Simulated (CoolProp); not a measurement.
Vapour-liquid equilibrium of isobutane (1) + acetone (2) at 2.94 bar; x and y are mole fractions of (1).

Computed with CoolProp (multi-fluid Helmholtz-energy mixture model, Bücker 2006 and Lemmon 2006; pair parameters Bell 2016).

| x | bubble temperature, mixture model (K) | bubble temperature, Raoult's law (K) | y, mixture model | y, Raoult's law |
|---|---|---|---|---|
| 0.05 | 342.1 | 356.1 | 0.478 | 0.243 |
| 0.15 | 315.7 | 342.5 | 0.798 | 0.548 |
| 0.25 | 304.9 | 331.9 | 0.874 | 0.717 |
| 0.35 | 300.5 | 323.3 | 0.899 | 0.818 |
| 0.45 | 298.6 | 316.2 | 0.909 | 0.881 |
| 0.55 | 297.6 | 310.3 | 0.915 | 0.922 |
| 0.65 | 296.9 | 305.3 | 0.921 | 0.951 |
| 0.75 | 295.9 | 301.0 | 0.930 | 0.971 |
| 0.85 | 294.6 | 297.2 | 0.946 | 0.985 |
| 0.95 | 293.0 | 293.8 | 0.976 | 0.996 |

The largest gap from Raoult's law is -27.0 K in bubble temperature, at x = 0.25. No azeotrope shows between x = 0.05 and 0.95.

Pair parameters are fitted to limited data, so mixtures are less certain than the pure fluids. With so large a gap from Raoult's law the liquid may split in two, which this calculation doesn't test in full.
